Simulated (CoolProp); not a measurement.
Propane along the isobar 1.41 MPa: density (kg/m³) from the reference equation and from simpler models built on Tc = 369.9 K, pc = 4.251 MPa, ω = 0.152; each cubic takes its own stable root.

The numbers come from the reference Helmholtz-energy equation of state, Lemmon 2009 in CoolProp.

```
T (K)   phase  reference  Redlich-Kwong  Soave-Redlich-Kwong
-----  ------  ---------  -------------  -------------------
245.8  liquid      565.1          525.5                534.7
250.9  liquid      558.9          518.7                528.2
256.1  liquid      552.5          511.4                521.3
261.2  liquid      546.1          504.1                514.4
266.4  liquid      539.4          496.4                507.0
271.5  liquid      532.7          488.5                499.4
276.7  liquid      525.6          480.2                491.4
281.8  liquid      518.5          471.7                483.2
287    liquid      510.9          462.6                474.5
292.1  liquid      503.3          453.3                465.4
297.3  liquid      495.1          443.3                455.7
302.4  liquid      486.8          432.9                445.6
307.6  liquid      477.8          421.6                434.6
312.7  liquid      468.5          30.63                423.0
```

At some of these states Redlich-Kwong gives the other phase, because its saturation line lies elsewhere.
